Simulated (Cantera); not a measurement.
An adiabatic, constant-volume homogeneous reactor starts with 4.32 % CH4, 20.1 % O2, 75.6 % N2, equivalence ratio 0.43, at 1350 K and 10.0 bar.

Cantera simulation using GRI-Mech 3.0 (53 species, 325 reactions); the numbers are that mechanism's predictions, not measurements.

One state of this run: T (K) = 2430; P (bar) = 18.0; x CH4 = <1e-12; x O2 = 0.106; x N2O = 3.23e-6; x C2H4 = <1e-12; x H2O2 = 6.99e-7. x: mole fraction; the columns are a selection and need not sum to one.

Which value of t (s) does it belong to?
A. 1.03e-5
B. 0.000418
C. 0.0582
D. 0.000122

C, 0.0582
